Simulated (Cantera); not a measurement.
A perfectly stirred reactor is fed with CH₄ : H₂ : O₂ = 0.0028 : 1 : 0.012 (molar parts), equivalence ratio 42, at 0.0480 bar; it is held at 1525 K, and followed from long to short residence time.

Computed with Cantera and GRI-Mech 3.0 (53 species, 325 reactions). Radical loss at walls, strong at low pressure, is not modelled.

Question: What does this change do: temperature 1525 to 2700 K?

Answer: 
```
quantity                  before     after
----------------------  --------  --------
x(CH₄) at τ = 0.670 s    0.00199   2.04e-8
x(H₂) at τ = 0.670 s       0.972     0.761
x(O₂) at τ = 0.670 s     4.96e-5   2.16e-6
x(O) at τ = 0.670 s      2.58e-8  0.000230
x(C₂H₂) at τ = 0.670 s  0.000292  5.89e-11
x(CH₄) at τ = 18.0 ms    0.00185   2.26e-5
x(H₂) at τ = 18.0 ms       0.967     0.888
x(O₂) at τ = 18.0 ms    0.000343   6.21e-6
x(O) at τ = 18.0 ms      9.24e-7   3.27e-5
x(C₂H₂) at τ = 18.0 ms  0.000175   7.62e-6
```
